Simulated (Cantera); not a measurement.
An isothermal, constant-pressure homogeneous reactor starts with CH₄ : H₂O : H₂ = 1 : 3.5 : 0.5 (molar parts), at 1575 K and 100.0 Torr.

Model: GRI-Mech 3.0 (53 species, 325 reactions), integrated in Cantera.

Question: Predict: x(CH₄) at 2.00 s; x(H₂O) at 2.00 s; x(H₂) at 2.00 s; x(CO) at 2.00 s.

Answer: 
| Property | Value |
|---|---|
| x(CH₄) at 2.00 s | 0.0281 (gas-phase equilibrium 1.67e-9) |
| x(H₂O) at 2.00 s | 0.515 (gas-phase equilibrium 0.332) |
| x(H₂) at 2.00 s | 0.366 (gas-phase equilibrium 0.525) |
| x(CO) at 2.00 s | 0.0317 (gas-phase equilibrium 0.117) |
